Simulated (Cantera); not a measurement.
An adiabatic, constant-volume homogeneous reactor starts with CH₄ : C₂H₆ : O₂ : N₂ = 1 : 0.033 : 2.27 : 8.55 (molar parts), at 1150 K and 0.290 bar. Integrator tolerance rtol = 1e-08.

Model: GRI-Mech 3.0 (53 species, 325 reactions), integrated in Cantera.

```
quantity                                                          before                                  after
---------------------------------  -------------------------------------  -------------------------------------
time of steepest temperature rise                                90.8 ms                                3.81 ms
temperature at 0.700 s                                            2691 K                                 2943 K
equilibrium temperature                                           2691 K                                 2943 K
x(CH₄) at 0.700 s                  <1e-12 (gas-phase equilibrium <1e-12)  <1e-12 (gas-phase equilibrium <1e-12)
x(C₂H₆) at 0.700 s                 <1e-12 (gas-phase equilibrium <1e-12)  <1e-12 (gas-phase equilibrium <1e-12)
x(O₂) at 0.700 s                   0.0262 (gas-phase equilibrium 0.0262)  0.0186 (gas-phase equilibrium 0.0186)
x(C₂H₂) at 0.700 s                 <1e-12 (gas-phase equilibrium <1e-12)  <1e-12 (gas-phase equilibrium <1e-12)
x(NO) at 0.700 s                   0.0104 (gas-phase equilibrium 0.0104)  0.0125 (gas-phase equilibrium 0.0125)
```

**Question.** Name the change that produced these shifts.
A) C2H6 0.033 to 0.01 parts
B) O2 2.27 to 1.5 parts
C) N2 8.55 to 14 parts
D) pressure from 0.290 bar to 10.0 bar

**Answer.** D, pressure from 0.290 bar to 10.0 bar
